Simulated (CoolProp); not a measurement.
Vapour-liquid equilibrium of R22 (1) + R152A (2) at 447 kPa; x and y are mole fractions of (1).

The numbers come from the multi-fluid Helmholtz-energy mixture model, Kamei 1995 and Outcalt 1996; pair parameters Bell 2016 in CoolProp.

```tsv
x	bubble temperature, mixture model (K)	bubble temperature, Raoult's law (K)	y, mixture model	y, Raoult's law
0.05	287.8	287.5	0.074	0.087
0.15	286.0	285.2	0.214	0.243
0.25	284.2	283.0	0.344	0.379
0.35	282.3	280.9	0.465	0.498
0.45	280.4	278.9	0.576	0.602
0.55	278.5	277.1	0.678	0.695
0.65	276.5	275.3	0.769	0.777
0.75	274.6	273.7	0.849	0.850
0.85	272.6	272.1	0.917	0.915
0.95	270.8	270.6	0.975	0.973
```

The largest gap from Raoult's law is +1.5 K in bubble temperature, at x = 0.45. No azeotrope shows between x = 0.05 and 0.95.

Pair parameters are fitted to limited data, so mixtures are less certain than the pure fluids.
